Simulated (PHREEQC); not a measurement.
0.019 g of hydrous ferric oxide (600 m²/g; 0.2 weak and 0.005 strong sites per Fe, Dzombak-Morel constants, diffuse double layer) in 1 kg of water with 0.1 mol/kgw of an inert sodium salt and 0.0012 mmol/kgw ZnSO4, at 25 °C; the pH is set by adding NaOH or the inert anion's acid. Oxygen is held at 0.21 atm. No CO2 enters from the air. Precipitation was switched off in this run.

All values are PHREEQC results (ion-association model, wateq4f.dat), not measurements.

Question: Predict Zn sorbed (%) at pH = 5.5, 7, 8, 11.5.

Answer: 
```tsv
pH	Zn sorbed (%)
5.5	1.0
7	61.7
8	97.6
11.5	92.0
```

Complexes and solids missing from the database can't appear.
